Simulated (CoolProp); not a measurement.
R236FA along the isotherm 126.85 °C: fugacity coefficient from the reference equation and from simpler models built on Tc = 124.9 °C, pc = 3.191 MPa, ω = 0.377; each cubic takes its own stable root.

The numbers come from the reference Helmholtz-energy equation of state, Pan 2012 in CoolProp.

```tsv
p (MPa)	phase	reference	van der Waals	Peng-Robinson
2.28	gas	0.7633	0.7910	0.7488
4.56	supercritical	0.5062	0.5502	0.5002
6.84	supercritical	0.3768	0.4300	0.3754
9.12	supercritical	0.3132	0.3733	0.3132
11.4	supercritical	0.2766	0.3432	0.2770
13.7	supercritical	0.2535	0.3270	0.2538
16	supercritical	0.2385	0.3194	0.2385
18.2	supercritical	0.2291	0.3176	0.2286
20.5	supercritical	0.2227	0.3199	0.2217
22.8	supercritical	0.2190	0.3257	0.2174
25.1	supercritical	0.2173	0.3344	0.2149
27.4	supercritical	0.2173	0.3457	0.2141
29.6	supercritical	0.2184	0.3587	0.2144
31.9	supercritical	0.2208	0.3747	0.2158
```
